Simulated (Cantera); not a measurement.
An isothermal, constant-pressure homogeneous reactor starts with 0.709 % CO, 2.27 % O₂, 2.55 % H₂O, 94.5 % N₂, equivalence ratio 0.16, at 1400 K and 0.620 bar.

Model: GRI-Mech 3.0 (53 species, 325 reactions), integrated in Cantera.

x: mole fraction; the columns are a selection and need not sum to one.

| t (s) | x CO | x O₂ | x H₂O | x OH | x H₂O₂ |
|---|---|---|---|---|---|
| 3.00e-6 | 0.00709 | 0.0227 | 0.0255 | 3.82e-11 | <1e-12 |
| 1.18e-5 | 0.00709 | 0.0227 | 0.0255 | 2.01e-10 | <1e-12 |
| 4.60e-5 | 0.00709 | 0.0227 | 0.0255 | 1.49e-9 | <1e-12 |
| 0.000180 | 0.00709 | 0.0227 | 0.0255 | 1.66e-8 | 4.61e-12 |
| 0.000706 | 0.00708 | 0.0227 | 0.0255 | 1.46e-6 | 1.68e-10 |
| 0.00277 | (withheld) | 0.0201 | 0.0246 | 0.000581 | 2.22e-7 |
| 0.0108 | (withheld) | 0.0192 | 0.0255 | 0.000147 | 3.96e-8 |
| 0.0425 | (withheld) | 0.0192 | 0.0256 | 4.19e-5 | 4.84e-9 |
| 0.166 | (withheld) | 0.0192 | 0.0256 | 1.66e-5 | 8.65e-10 |
| 0.652 | (withheld) | 0.0192 | 0.0256 | 1.01e-5 | 3.41e-10 |
| 2.55 | 6.43e-8 | 0.0192 | 0.0256 | 9.68e-6 | 3.12e-10 |
| 10.0 | 6.43e-8 | 0.0192 | 0.0256 | 9.68e-6 | 3.12e-10 |

Problem. Fill in the missing entries.

Solution. 
- 0.00277, x CO: 0.00211
- 0.0108, x CO: 6.81e-5
- 0.0425, x CO: 3.51e-6
- 0.166, x CO: 2.64e-7
- 0.652, x CO: 7.26e-8
